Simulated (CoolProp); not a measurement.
Vapour-liquid equilibrium of R22 (1) + R142b (2) at 7.95 °C; x and y are mole fractions of (1).

Values from CoolProp's multi-fluid Helmholtz-energy mixture model, Kamei 1995 and Lemmon 2006; pair parameters Bell 2016.

### Question
Give the bubble pressure and the first vapour's composition at x = 0.35, 0.65, 0.75. Is there an azeotrope?

### Answer
x = 0.35: 333.9 kPa, y = 0.604; x = 0.65: 465.3 kPa, y = 0.843; x = 0.75: 513.3 kPa, y = 0.899. No azeotrope shows between x = 0.05 and 0.95.

Pair parameters are fitted to limited data, so mixtures are less certain than the pure fluids.
